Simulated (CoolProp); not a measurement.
Properties of R124 along the isobar 12.2 MPa.

Values from CoolProp's reference Helmholtz-energy equation of state, de Vries 1995.

```
T (°C)   phase  isothermal compressibility (1/MPa)  viscosity (µPa s)
------  ------  ----------------------------------  -----------------
-36.55  liquid                            0.001294                653
-26.55  liquid                            0.001440                566
-16.45  liquid                            0.001609                495
-6.45   liquid                            0.001801                437
3.65    liquid                            0.002026                388
13.65   liquid                            0.002285                346
23.75   liquid                            0.002590                310
33.75   liquid                            0.002946                278
43.75   liquid                            0.003367                251
53.85   liquid                            0.003875                227
63.85   liquid                            0.004480                206
73.95   liquid                            0.005223                187
```

Viscosity comes from a separate model (Bell 2016), an estimate that may be off by 10 % or more.
